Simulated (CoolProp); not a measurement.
Model: reference Helmholtz-energy equation of state, Schroeder 2014, in CoolProp.

Question: For ethanol, give the phase and the Z, cv (kJ/(kg K)), isothermal compressibility (1/MPa), viscosity (µPa s) at 109.15 °C and 1740 kPa; 109.15 °C and 3480 kPa; 109.15 °C and 6960 kPa.

Answer: 
- 109.15 °C and 1740 kPa: liquid; Z 0.0357, cv 2.65, isothermal compressibility 0.00229, viscosity 292
- 109.15 °C and 3480 kPa: liquid; Z 0.0712, cv 2.64, isothermal compressibility 0.00219, viscosity 297
- 109.15 °C and 6960 kPa: liquid; Z 0.141, cv 2.63, isothermal compressibility 0.00202, viscosity 307

Viscosity comes from a separate model (Kiselev 2005).
